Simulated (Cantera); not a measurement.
Feed: 1 mol Cu2O, 1.6 mol CH4, 7.8 mol H2, at 825 K and 0.00150 bar.

Cantera equilibrium calculation (NASA polynomials, part measured and part estimated; ideal gas, pure solids and liquids). Candidate condensed phases: C, C6H6, C7H8, C8H18, Cu, CuO, Cu(OH)2, Cu2O, H2O; 113 gas species. Kinetics and transport are ignored.

Base state: H2 0.916, CO 0.0813, H2O 0.00141, CH4 0.00114, CO2 0.000446 (mole fractions); condensed: C(graphite) + Cu(s).

Problem. What changes in the equilibrium state with this change: temperature from 825 K to 1350 K?

Solution. 
| species | before | after |
|---|---|---|
| H2 | 0.916 | 0.916 |
| CO | 0.0813 | 0.0833 |
| Cu | <1e-9 | 0.000326 |
| H2O | 0.00141 | 6.56e-7 |
| CH4 | 0.00114 | 7.26e-6 |
| H | <1e-9 | 5.89e-5 |
| CO2 | 0.000446 | 3.04e-8 |
| C(graphite), mol | 0.609 | 0.600 |
| Cu(s), mol | 2.00 | 2.00 |
